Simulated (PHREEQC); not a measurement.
Solution (90 °C): 0.0011 mol H2SO4, 0.036 mol Li2SO4 and 0.3 mol MnSO4 per kg of water. Closed to the air; pH follows from the charge balance.

All values are PHREEQC results (ion-association model, wateq4f.dat), not measurements.

| quantity | before | after |
|---|---|---|
| pH | 3.95 | 4.23 |
| ionic strength (mol/kgw) | 0.491 | 1.23 |
| MnSO4 (mol/kgw) | 0.201 | 0.209 |
| SO4-2 (mol/kgw) | 0.128 | 0.341 |
| Mn+2 (mol/kgw) | 0.0991 | 0.0912 |
| HSO4- (mol/kgw) | 0.00205 | 0.00212 |

Name the change that produced these shifts.
(A) H2SO4 from 0.0011 to 0.00099 mol/kgw
(B) MnSO4 from 0.3 to 0.06 mol/kgw
(C) Li2SO4 from 0.036 to 0.36 mol/kgw
(D) diluted 100-fold with water
(E) Li2SO4 left out

C, Li2SO4 from 0.036 to 0.36 mol/kgw

This is a speciation only: nothing precipitates in the calculation. The ionic strength passes 0.7 mol/kgw, the rough limit of the ion-association models, in after. At this temperature some constants are extrapolated from 25 °C, and those without enthalpy data are left unchanged.
